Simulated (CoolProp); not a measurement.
n-perfluorohexane at several states: fugacity coefficient from the reference equation and from simpler models built on Tc = 174.9 °C, pc = 1742 kPa, ω = 0.497; each cubic takes its own stable root.

Computed with CoolProp (reference Helmholtz-energy equation of state, Gao 2022).

```tsv
T (°C)	p (kPa)	phase	reference
18.05	46.5	liquid	0.4544
65.75	88.8	gas	0.9530
24.75	6990	liquid	0.007122
```

### Question
How far does each simpler model (Redlich-Kwong, Soave-Redlich-Kwong, Peng-Robinson) lie from the reference over these 3 states: mean and median of the absolute difference, and the worst?

### Answer
- Redlich-Kwong: mean 124.9 %, median 113.5 %, worst +260.3 % at 24.75 °C and 6990 kPa
- Soave-Redlich-Kwong: mean 2.9 %, median 0.2 %, worst +8.3 % at 24.75 °C and 6990 kPa
- Peng-Robinson: mean 1.7 %, median 2.4 %, worst +2.7 % at 24.75 °C and 6990 kPa

At some of these states Redlich-Kwong gives the other phase, because its saturation line lies elsewhere.
